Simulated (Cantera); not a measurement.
FeS + H2 (hydrogen reduction and annealing atmospheres)

Feed: 1 mol FeS, 110 mol H2, held at 82.5 Torr.

Equilibrium computed with Cantera from the NASA thermochemical tables; the gas is ideal and each condensed phase is pure. Candidate condensed phases: Fe, FeS, FeS2, S; 8 gas species. Metal and sulfide melt together well below either melting point, which pure phases cannot show. Mutual solubility and eutectic melting of coexisting phases are not modelled. FeS: taken at fixed stoichiometry. Gases not in the tables: S3 to S7. Equilibrium is a limit: real reactors are often held back by kinetics, nucleation or transport.

From 1250 K to 1325 K the condensed part is Fe(γ) + FeS(s). From 1400 K to 1625 K the condensed part is Fe(γ). From 1700 K to 1775 K the condensed part is Fe(δ). From 1850 K to 2075 K the condensed part is Fe(l).

```csv
T (K),x H2,x H2S,x H,x Fe,x SH,n Fe(γ),n FeS(s),n Fe(δ),n Fe(l)
1250,0.994,0.00551,1.45e-6,2.25e-9,5.28e-6,0.607,0.393,0,0
1325,0.992,0.00791,4.91e-6,2.00e-8,1.86e-5,0.874,0.126,0,0
1400,0.991,0.00900,1.46e-5,1.39e-7,4.73e-5,1.000,0,0,0
1475,0.991,0.00891,3.89e-5,7.94e-7,9.61e-5,1.000,0,0,0
1550,0.991,0.00874,9.45e-5,3.81e-6,0.000181,1.000,0,0,0
1625,0.991,0.00846,0.000212,1.58e-5,0.000316,0.998,0,0,0
1700,0.991,0.00805,0.000442,5.72e-5,0.000515,0,0,0.994,0
1775,0.990,0.00750,0.000868,0.000185,0.000785,0,0,0.980,0
1850,0.989,0.00684,0.00162,0.000532,0.00113,0,0,0,0.941
1925,0.987,0.00609,0.00286,0.00138,0.00152,0,0,0,0.848
2000,0.984,0.00530,0.00486,0.00332,0.00195,0,0,0,0.632
2075,0.976,0.00450,0.00794,0.00745,0.00238,0,0,0,0.169
```
x: gas mole fraction; n: condensed amount in mol.
